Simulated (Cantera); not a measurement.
Feed: 1 mol Si2Cl6, 0.18 mol Cl2, 22 mol H2, equilibrated at 1623.15 K and 1 atm.

Method: chemical equilibrium by Gibbs-energy minimisation in Cantera with the NASA 1993 tables (ideal gas, pure condensed phases). Candidate condensed phases: Si; 19 gas species. The feed counts by its element totals alone. The tables' values for SiCl3 are old estimates; treat these amounts as uncertain. Kinetics and transport are ignored.

Base state: H2 0.825, HCl 0.110, SiCl2 0.0512, SiCl3 0.00748, SiHCl3 0.00297, SiCl4 0.00255, SiH2Cl2 0.000584, H 6.25e-5 (mole fractions); condensed: Si(s).

### Question
What changes in the equilibrium state with this change: Si2Cl6 replaced by SiHCl3?

### Answer
```tsv
species	before	after
H2	0.825	0.893
HCl	0.110	0.0783
SiCl2	0.0512	0.0240
SiCl4	0.00255	0.000561
SiCl3	0.00748	0.00240
SiHCl3	0.00297	0.000993
Si(s), mol	0.383	0.318
```
